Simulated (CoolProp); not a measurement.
A Linde-Hampson liquefier for CF4 (R14): isothermal reversible compression at 320 K from 1 atm to 30 MPa, throttling to 1 atm, return gas leaving the recuperator 10 K below the feed. Each further row changes one setting.

Model: reference Helmholtz-energy equation of state, Platzer 1990, in CoolProp. This equation is an older, rougher fit; its heat capacities, sound speeds and derivatives of the liquid may be far off and weren't checked against measurements.

```json
[
 {"case": "as stated", "liquid yield per pass": "[?]", "compression work (kJ/kg of gas)": "159"},
 {"case": "warm-end temperature 350 K", "liquid yield per pass": "[?]", "compression work (kJ/kg of gas)": "[?]"},
 {"case": "warm-end gap 15 K", "liquid yield per pass": "[?]", "compression work (kJ/kg of gas)": "159"}
]
```

Task: What belongs in the gaps?

Result: 
- as stated, liquid yield per pass: 0.226
- warm-end temperature 350 K, liquid yield per pass: 0.172
- warm-end temperature 350 K, compression work (kJ/kg of gas): 179
- warm-end gap 15 K, liquid yield per pass: 0.214
